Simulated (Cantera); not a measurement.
**Premixed flame**

A freely propagating, adiabatic, planar premixed flame of H2 : O2 : N2 = 1 : 0.2 : 0.752 (molar parts), equivalence ratio 2.5, unburnt at 375 K and 2.47 atm; mixture-averaged transport, grid criteria slope 0.08 and curve 0.16, no radiation.

Cantera simulation using the H2/O2 subset of GRI-Mech 3.0, which has no nitrogen chemistry; the numbers are that mechanism's predictions, not measurements. The hydrogen kinetics of GRI-Mech 3.0 are dated; newer H2 mechanisms differ, most at raised pressure. Burning velocities carry a grid error of a few per cent, more on coarse grids.

| z (mm) | T (K) | u (m/s) | x H2 | x O2 | x H | x H2O2 | x OH | x HO2 |
|---|---|---|---|---|---|---|---|---|
| -0.358 | 375 | 3.74 | 0.512 | 0.102 | <1e-8 | <1e-8 | <1e-8 | <1e-8 |
| -0.239 | 375 | 3.74 | 0.512 | 0.102 | <1e-8 | <1e-8 | <1e-8 | <1e-8 |
| -0.179 | 375 | 3.74 | 0.512 | 0.102 | <1e-8 | <1e-8 | <1e-8 | 2.88e-8 |
| -0.119 | 376 | 3.75 | 0.512 | 0.103 | <1e-8 | 6.67e-8 | <1e-8 | 8.27e-7 |
| -0.0597 | 437 | 4.28 | 0.502 | 0.104 | 1.81e-5 | 2.49e-5 | 2.69e-5 | 0.000308 |
| -0.0299 | 730 | 6.92 | 0.469 | 0.0963 | 0.00268 | 7.58e-5 | 0.000637 | 0.000489 |
| 0 | 1108 | 10.2 | 0.414 | 0.0726 | 0.0161 | 1.92e-5 | 0.000841 | 0.000197 |
| 0.0299 | 1378 | 12.7 | 0.359 | 0.0382 | 0.0345 | 2.20e-6 | 0.00142 | 8.73e-5 |
| 0.0597 | 1526 | 14.0 | 0.327 | 0.0146 | 0.0448 | 7.97e-7 | 0.00158 | 3.19e-5 |
| 0.119 | 1646 | 15.0 | 0.313 | 0.00172 | 0.0447 | 3.20e-7 | 0.00149 | 3.52e-6 |
| 0.239 | 1738 | 15.8 | 0.318 | 8.84e-5 | 0.0347 | 1.70e-7 | 0.00138 | 1.95e-7 |
| 0.478 | 1817 | 16.4 | 0.325 | 2.03e-5 | 0.0238 | 8.76e-8 | 0.00113 | 5.88e-8 |
| 0.956 | 1877 | 16.9 | 0.331 | 8.70e-6 | 0.0151 | 3.94e-8 | 0.000806 | 2.80e-8 |
x: mole fraction of selected species; z is measured from the peak of heat release.

- laminar burning velocity = 374 cm/s
- thermal thickness = 0.119 mm
- peak x(H) = 0.0466
- peak x(H2O2) = 7.87e-5
- peak x(OH) = 0.00158
- peak x(HO2) = 0.000677
